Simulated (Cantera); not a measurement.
Standard-state values (1 bar) from the NASA 1993 polynomials, evaluated with Cantera. Values are per mole of reaction as written; species without (g) are pure solids or liquids, kept so even where they would boil at 1 bar.

6 O(g) + 4 PH3(g) = P4(g) + 6 H2O(g), with ΔH° = -2908.8 kJ and ΔS° = -394.6 J/K at 300 K.

How far is the shortcut ΔG° ≈ ΔH°(300 K) − T·ΔS°(300 K) from the full temperature-dependent value at 473, 548, 623, 698, 773, 848, 923, 998, 1073 K?


| T (K) | shortcut (kJ) | full (kJ) | difference (kJ) | difference in log10 K |
|---|---|---|---|---|
| 473 | -2722.1 | -2721.5 | -0.6 | 0.07 |
| 548 | -2692.5 | -2691.2 | -1.3 | 0.12 |
| 623 | -2663.0 | -2660.7 | -2.3 | 0.19 |
| 698 | -2633.4 | -2629.7 | -3.6 | 0.27 |
| 773 | -2603.8 | -2598.5 | -5.3 | 0.36 |
| 848 | -2574.2 | -2566.9 | -7.3 | 0.45 |
| 923 | -2544.6 | -2535.0 | -9.6 | 0.54 |
| 998 | -2515.0 | -2502.8 | -12.2 | 0.64 |
| 1073 | -2485.4 | -2470.2 | -15.1 | 0.74 |
The shortcut ignores the heat-capacity change of the reaction.
